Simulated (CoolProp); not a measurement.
The fluid at 298.15 K and 0.131 MPa is throttled through a valve to 0.0877 MPa with no heat exchange. The same conditions are run with several fluids, on thermodynamics alone (safety and materials aside).

Values from CoolProp's reference Helmholtz-energy equation of state of each fluid (C2F6 (R116): Lemmon 2006; methane: Setzmann 1991; nitrogen: Span 2000; R143a: Lemmon and Jacobsen 2000; fluoroethane (R161): Wu 2012).

**Question.** Rank C2F6 (R116), methane, nitrogen, R143a, fluoroethane (R161) by temperature change (K), highest first.

**Answer.** nitrogen (-0.1), methane (-0.2), C2F6 (R116) (-0.4), R143a (-0.8), fluoroethane (R161) (-0.9)

```json
[
 {"fluid": "C2F6 (R116)", "final density (kg/m³)": "4.93"},
 {"fluid": "methane", "final density (kg/m³)": "0.569"},
 {"fluid": "nitrogen", "final density (kg/m³)": "0.992"},
 {"fluid": "R143a", "final density (kg/m³)": "3.03"},
 {"fluid": "fluoroethane (R161)", "final density (kg/m³)": "1.73"}
]
```
